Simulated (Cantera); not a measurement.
Charge: 1 mol Fe2O3, 0.051 mol SO3, 0.22 mol H2O, held at 1698.15 K and 19.0 bar.

These are equilibrium values from Cantera (NASA tables, ideal gas, pure condensed phases), not measurements of a reactor. Candidate condensed phases: Fe, FeO, Fe(OH)2, Fe(OH)3, FeS, FeSO4, FeS2, Fe2O3, Fe2(SO4)3, Fe3O4, H2O, H2SO4, S; 22 gas species. Rates play no part.

Base state: H2O 0.743, SO2 0.169, O2 0.0844, SO3 0.00329, OH 0.000373, H2 1.16e-5 (mole fractions); condensed: Fe2O3(s).

Task: What changes in the equilibrium state with this change: pressure from 19.0 bar to 0.690 bar?

Result: 
```
species          before     after
-------------  --------  --------
H2O               0.743     0.475
O2               0.0844     0.414
SO2               0.169     0.109
O               2.92e-6   3.40e-5
SO3             0.00329  0.000897
OH             0.000373   0.00102
H2              1.16e-5   1.75e-5
Fe2O3(s), mol     1.000         0
Fe3O4(s), mol         0     0.667
```
